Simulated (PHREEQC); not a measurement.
A solution holds 0.0012 mol/kgw AlCl3, at 25 °C. Closed to the air; pH follows from the charge balance.

The numbers come from PHREEQC with the ion-association model, phreeqc.dat.

The ionic strength comes out as 0.00701 mol/kgw. What activity coefficients do H+, Al(OH)2+, AlOH+2, Cl-, Al+3 get?

H+ 0.92, Al(OH)2+ 0.92, AlOH+2 0.71, Cl- 0.91, Al+3 0.49.

Precipitation was switched off in this run. The solution is supersaturated, for example in Gibbsite (slow to form), so a real one may precipitate; this is no full list. Complexes and solids missing from the database can't appear.
